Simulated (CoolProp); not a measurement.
Vapour-liquid equilibrium of nitrogen (1) + oxygen (2) at 13.3 bar; x and y are mole fractions of (1).

The numbers come from the multi-fluid Helmholtz-energy mixture model, Span 2000 and Schmidt 1985; pair parameters Gernert 2013 in CoolProp.

| x | bubble temperature (°C) | y at the bubble point | dew temperature at overall composition x (°C) | liquid density (mol/L) |
|---|---|---|---|---|
| 0.05 | -149.7 | 0.098 | -149.1 | 29.14 |
| 0.15 | -152.0 | 0.266 | -150.4 | 28.53 |
| 0.25 | -154.0 | 0.403 | -151.8 | 27.88 |
| 0.35 | -155.8 | 0.519 | -153.2 | 27.20 |
| 0.45 | -157.5 | 0.618 | -154.7 | 26.52 |
| 0.55 | -159.0 | 0.705 | -156.3 | 25.82 |
| 0.65 | -160.4 | 0.782 | -158.0 | 25.12 |
| 0.75 | -161.7 | 0.852 | -159.8 | 24.42 |
| 0.85 | -163.0 | 0.915 | -161.7 | 23.71 |
| 0.95 | -164.2 | 0.973 | -163.7 | 22.99 |

No azeotrope shows between x = 0.05 and 0.95.

Pair parameters are fitted to limited data, so mixtures are less certain than the pure fluids. The gap from Raoult's law changes sign with composition, which may be real or a fault of the pair parameters; it wasn't checked against measurements.
